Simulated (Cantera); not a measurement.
Input: 1 mol V, 7.4 mol NH3, 1.6 mol N2, equilibrated at 2500 K and 10.0 mbar.

Cantera equilibrium calculation (NASA polynomials, part measured and part estimated; ideal gas, pure solids and liquids). Candidate condensed phases: V, VN; 11 gas species. Equilibrium is a limit: real reactors are often held back by kinetics, nucleation or transport.

Q: What is the equilibrium state?

A: 
| Quantity | Value |
|---|---|
| x(H2) | 0.493 |
| x(N2) | 0.278 |
| x(H) | 0.177 |
| x(V) | 0.0524 |
| x(VN) | 4.37e-6 |
| x(N) | 1.54e-6 |
| gas amount | 19.09 mol |
| log10 activity of V(l) (absent) | -0.18 |
